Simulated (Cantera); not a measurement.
Catalytic combustion on Pt

An isothermal plug-flow reactor at 625 K and 1.00 bar (inlet), inlet velocity 0.23 m/s, active area per volume 1300 1/m; feed CO : O₂ : N₂ : H₂O = 0.012 : 0.042 : 0.79 : 0.074 (molar parts).

Model: Deutschmann's 1995 Pt surface mechanism with GRI-Mech 3.0 gas chemistry, integrated in Cantera. Catalytic surfaces can have several steady states; this one follows from the mechanism file's or the stated starting coverage. Mass transfer to the wall is taken as infinitely fast.

```csv
z (m),x CO,x O₂,x H₂O,x CO₂,θ free Pt,θ O*,θ OH*,θ CO*
0.00028,0.0129,0.0457,0.0806,0.000192,0.0122,0.00528,0.000789,0.982
0.0006,0.0127,0.0456,0.0806,0.000416,0.0124,0.00539,0.000801,0.981
0.0013,0.0122,0.0453,0.0806,0.000922,0.0127,0.00563,0.000830,0.981
0.0028,0.0110,0.0448,0.0807,0.00209,0.0135,0.00632,0.000908,0.979
0.006,0.00781,0.0432,0.0808,0.00530,0.0170,0.00975,0.00126,0.972
0.013,0.00186,0.0404,0.0811,0.0113,0.00454,0.988,0.00659,0.000477
0.028,0.00130,0.0401,0.0811,0.0118,0.00338,0.991,0.00570,0.000185
```
x: gas mole fraction; θ: surface coverage.
